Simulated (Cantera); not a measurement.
An isothermal, constant-pressure homogeneous reactor starts with 0.217 % CH4, 5.38 % O2, 94.4 % N2, equivalence ratio 0.081, at 1575 K and 84000 Pa.

Detailed kinetics in Cantera: GRI-Mech 3.0 (53 species, 325 reactions).

x: mole fraction; the columns are a selection and need not sum to one.

| t (s) | x CH4 | x O2 | x NO | x CH2O | x HO2 | x HCN |
|---|---|---|---|---|---|---|
| 0.000100 | 0.00217 | 0.0538 | <1e-12 | [?] | 8.39e-8 | <1e-12 |
| 0.000406 | 0.00216 | 0.0538 | 1.52e-12 | [?] | 2.67e-7 | <1e-12 |
| 0.00165 | 1.44e-6 | 0.0497 | 4.03e-8 | [?] | 2.31e-6 | 2.91e-9 |
| 0.00669 | <1e-12 | 0.0494 | 9.22e-7 | <1e-12 | 6.64e-7 | <1e-12 |
| 0.0272 | <1e-12 | 0.0494 | 1.20e-6 | <1e-12 | 7.09e-8 | <1e-12 |
| 0.110 | <1e-12 | 0.0495 | 1.25e-6 | <1e-12 | 2.35e-8 | <1e-12 |
| 0.448 | <1e-12 | 0.0495 | 1.31e-6 | <1e-12 | 2.18e-8 | <1e-12 |
| 1.82 | <1e-12 | 0.0495 | 1.51e-6 | <1e-12 | 2.18e-8 | <1e-12 |
| 7.39 | <1e-12 | 0.0495 | 2.35e-6 | <1e-12 | 2.18e-8 | <1e-12 |
| 30.0 | <1e-12 | 0.0495 | 5.73e-6 | <1e-12 | 2.18e-8 | <1e-12 |

### Question
Some entries are withheld; supply them.

### Answer

- 0.000100, x CH2O: 6.52e-8
- 0.000406, x CH2O: 1.82e-6
- 0.00165, x CH2O: 2.89e-7
